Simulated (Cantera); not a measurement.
Charge: 1 mol Nb, 0.015 mol H2O, held at 827 °C and 0.140 bar.

Method: chemical equilibrium by Gibbs-energy minimisation in Cantera with the NASA 1993 tables (ideal gas, pure condensed phases). Candidate condensed phases: H2O, Nb, NbO, NbO2, Nb2O5; 12 gas species. Mutual solubility and eutectic melting of coexisting phases are not modelled. NbO: taken at fixed stoichiometry. Condensed phases not in the tables: N, O or C dissolved in the metal. Rates play no part.

Base state: H2 1.000 (mole fractions); condensed: Nb(s) + NbO(s).

Task: What changes in the equilibrium state with this change: Nb replaced by Ta?

Result: 
| species | before | after |
|---|---|---|
| H2 | 1.000 | 1.000 |
| Nb(s), mol | 0.985 | 0 |
| NbO(s), mol | 0.0150 | 0 |
| Ta(s), mol | 0 | 0.994 |
| Ta2O5(s), mol | 0 | 0.00300 |
Further candidate phases: Ta, Ta2O5.
